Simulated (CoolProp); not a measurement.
Saturated liquid density (kg/m³) of hexamethyldisiloxane (MM): the reference equation beside estimates from Tc = 518.7 K, pc = 19.31 bar, ω = 0.418. Rackett uses Z = 0.29056 − 0.08775 ω.

The numbers come from the reference Helmholtz-energy equation of state, Thol 2016 in CoolProp.

```csv
T (K),reference,Rackett,van der Waals,Soave-Redlich-Kwong,Peng-Robinson
356.8,694.9,765.3,419.3,649.7,734.7
370.1,679.2,747.3,410.1,634.3,717.9
383.5,662.8,728.5,400.2,617.6,699.5
396.8,645.8,708.9,389.9,599.5,679.6
410.2,627.9,688.2,378.8,579.7,657.6
423.6,608.9,666.3,367.0,558.0,633.3
436.9,588.7,643.0,354.4,534.3,606.5
450.3,566.7,617.6,340.5,507.7,576.2
463.6,542.6,589.8,325.3,477.9,541.9
477,514.9,558.1,307.9,443.4,501.8
490.3,482.0,520.7,287.7,402.6,454.0
```

Absolute difference from the reference over all 11 rows, mean and median: Rackett 9.3 and 9.4 %, van der Waals 39.8 and 39.7 %, Soave-Redlich-Kwong 9.6 and 8.4 %, Peng-Robinson 4.0 and 4.7 %.
